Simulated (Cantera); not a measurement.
Input (Python, Cantera) and output of one run.

```python
import numpy as np
import cantera as ct

gas_names = [...]  # 113 gases of nasa_gas.yaml made of C, H, O, Ti
cond_names = """
    C(gr) C6H6(L) C7H8(L) C8H18(L),n-octa H2O(s) H2O(L) Ti(a) Ti(b) Ti(L) TiC(s) TiC(L) TiO(a) TiO(b)
    TiO(L) TiO2(ru) TiO2(L) Ti2O3(a) Ti2O3(b) Ti2O3(L) Ti3O5(a) Ti3O5(b) Ti3O5(L) Ti4O7(s) Ti4O7(L)
""".split()


# ... load() reads the species with a 1 bar reference pressure and builds the phases ...
atoms = {
    'Ti(OiPr)4': {'Ti': 1, 'C': 12, 'H': 28, 'O': 4},
    'H2': {'H': 2},
}
top_T = {'C(gr)': 4500}  # K; cautious upper limits of use, not melting points


# ... equilibrate(T, P, feed) seeds the gas with the atoms and calls Mixture.equilibrate('TP', solver="vcs", rtol=1e-11, max_steps=5000) ...
results = []
feed = {'Ti(OiPr)4': 1, 'H2': 2.7}  # mol
P = 1600  # Pa
for T in [1050, 1150, 1250, 1350, 1450, 1550, 1650, 1750, 1850, 1950, 2050, 2150]:
    mix = equilibrate(T, P, feed)
    results.append((T, P, feed, dict(zip(mix.species_names, mix.species_moles))))

top = {s: max(r[3][s] / sum(r[3][g] for g in gas_names) for r in results) for s in gas_names}
cols = sorted((s for s in top if top[s] > 1e-05), key=lambda s: -top[s])[:9]
seen = [c for c in cond_names if any(r[3].get(c, 0) > 1e-12 for r in results)]
print("log10 of partial pressures in bar; condensed amounts in mol")
print(f"{'T/K':>10s}" + "".join(f"{s[:9]:>10s}" for s in cols + seen))
for T, P, feed, n in results:
    ng = sum(n[g] for g in gas_names)
    print(f"{T:10.4g}" + "".join(f"{np.log10(max(n[s] / ng * P / 1e5, 1e-99)):10.3f}" for s in cols)
          + "".join(f"{n.get(c, 0):10.4g}" for c in seen))
```

Output:

```
log10 of partial pressures in bar; condensed amounts in mol
       T/K        H2        CO         H C2H2,acet       CH4       H2O       CO2     C(gr)    TiC(s)  TiO2(ru)  Ti4O7(s)
      1050    -1.845    -2.768    -9.014   -10.229    -4.933    -5.354    -6.205     9.992         0         1         0
      1150    -1.851    -2.721    -8.053    -9.263    -5.333    -5.901    -6.847     9.746         0         0      0.25
      1250    -1.889    -2.510    -7.260    -8.488    -5.737    -6.221    -7.036     6.999         1         0         0
      1350    -1.889    -2.510    -6.567    -7.796    -6.018    -6.641    -7.555     6.999         1         0         0
      1450    -1.889    -2.510    -5.969    -7.201    -6.260    -7.002    -7.999     6.999         1         0         0
      1550    -1.889    -2.510    -5.446    -6.684    -6.470    -7.316    -8.383     6.999         1         0         0
      1650    -1.889    -2.510    -4.986    -6.230    -6.655    -7.591    -8.718     6.998         1         0         0
      1750    -1.890    -2.510    -4.578    -5.830    -6.819    -7.834    -9.013     6.996         1         0         0
      1850    -1.891    -2.511    -4.214    -5.474    -6.966    -8.051    -9.275     6.991         1         0         0
      1950    -1.893    -2.512    -3.887    -5.156    -7.100    -8.247    -9.509     6.982         1         0         0
      2050    -1.897    -2.513    -3.593    -4.871    -7.223    -8.426    -9.720     6.965         1         0         0
      2150    -1.905    -2.516    -3.327    -4.617    -7.341    -8.592    -9.913     6.936         1         0         0
```

Cantera equilibrium calculation (NASA polynomials, part measured and part estimated; ideal gas, pure solids and liquids). The feed counts by its element totals alone. TiC: taken at fixed stoichiometry. Condensed phases not in the tables: Magnéli phases beyond Ti4O7.
